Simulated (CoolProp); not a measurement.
Properties of c-C4F8 (RC318) along the isobar 1.63 MPa.

Computed with CoolProp (reference Helmholtz-energy equation of state, Platzer 1990). This equation is an older, rougher fit.

```csv
T (K),phase,Joule-Thomson coefficient (K/MPa),isothermal compressibility (1/MPa),expansivity (1/kK),viscosity (µPa s),conductivity (mW/(m K))
367.6,gas,16.40,1.070,10.74,16.5,20.6
376.4,gas,13.56,0.9463,8.302,16.5,20.5
385.2,gas,11.64,0.8749,6.902,16.7,20.7
394.1,gas,10.21,0.8271,5.970,16.9,21.0
402.9,gas,9.113,0.7934,5.311,17.2,21.4
411.7,gas,8.231,0.7679,___,17.4,21.9
420.5,gas,7.504,___,4.420,17.7,22.4
429.4,gas,6.885,___,4.097,18.0,22.9
438.2,gas,6.363,0.7181,___,18.3,23.5
447,gas,5.911,0.7069,3.609,18.6,24.0
455.9,gas,5.510,___,3.414,18.8,24.6
464.7,gas,5.161,0.6890,3.246,19.1,25.2
473.5,gas,4.849,0.6818,3.099,19.4,25.8
482.3,gas,4.570,0.6755,2.967,19.7,26.4
491.2,gas,4.316,0.6698,2.848,20.0,27.0
500,gas,4.087,0.6648,2.741,20.3,27.6
```

Q: What belongs in the gaps?

A: 
- 411.7, expansivity (1/kK): 4.813
- 420.5, isothermal compressibility (1/MPa): 0.7478
- 429.4, isothermal compressibility (1/MPa): 0.7314
- 438.2, expansivity (1/kK): 3.833
- 455.9, isothermal compressibility (1/MPa): 0.6972

Viscosity comes from a separate model (Huber 2003), an estimate that may be off by 10 % or more. Thermal conductivity comes from a separate model (Huber 2003), an estimate that may be off by 10 % or more.
